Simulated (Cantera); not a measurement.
Input: 1 mol Al(CH3)3, 4.8 mol O2, 1.8 mol N2, held at 1227 °C and 15.0 mbar.

Equilibrium computed with Cantera from the NASA thermochemical tables; the gas is ideal and each condensed phase is pure. Candidate condensed phases: Al, AlN, Al2O3, C, C6H6, C7H8, C8H18, H2O; 148 gas species. The feed counts by its element totals alone. Rates play no part.

Base state: H2O 0.369, N2 0.194, CO2 0.179, CO 0.144, H2 0.114, H 4.86e-5 (mole fractions); condensed: Al2O3(s).

What changes in the equilibrium state with this change: O2 from 4.8 to 3.3 mol?


```csv
species,before,after
H2,0.114,0.314
CO,0.144,0.267
N2,0.194,0.194
H2O,0.369,0.170
CO2,0.179,0.0558
H,4.86e-5,8.05e-5
"Al2O3(s), mol",0.500,0.500
```
